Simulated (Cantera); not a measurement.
# HBr + H2 + H2O (abatement and gas-phase synthesis)

Input: 1 mol HBr, 0.58 mol H2, 0.013 mol H2O, at 100 Torr.

Equilibrium computed with Cantera from the NASA thermochemical tables; the gas is ideal and each condensed phase is pure. Candidate condensed phases: Br2, H2O; 12 gas species. Kinetics and transport are ignored.

```
T (°C)   x HBr   x H2       x H      x Br    x H2O       x O
------  ------  -----  --------  --------  -------  --------
602      0.628  0.364  8.29e-11   8.08e-7  0.00816    <1e-12
802      0.628  0.364   2.43e-8   3.93e-5  0.00816    <1e-12
1002     0.627  0.364   1.22e-6  0.000573  0.00816    <1e-12
1202     0.622  0.365   2.15e-5   0.00405  0.00814    <1e-12
1402     0.604  0.370  0.000193    0.0175  0.00809  8.65e-11
1602     0.558  0.380   0.00111    0.0524  0.00794   3.97e-9
1802     0.476  0.398   0.00460     0.114  0.00767   8.40e-8
2002     0.369  0.415    0.0150     0.193  0.00727   1.01e-6
2202     0.264  0.422    0.0400     0.267  0.00677   8.10e-6
2402     0.176  0.405    0.0901     0.322  0.00609   4.80e-5
2602     0.110  0.358     0.173     0.352  0.00505  0.000221
2802    0.0645  0.283     0.288     0.359  0.00348  0.000771
3002    0.0356  0.195     0.414     0.350  0.00170   0.00185
```
x: gas mole fraction; nothing condenses.

From 602 °C to 3002 °C nothing is condensed.
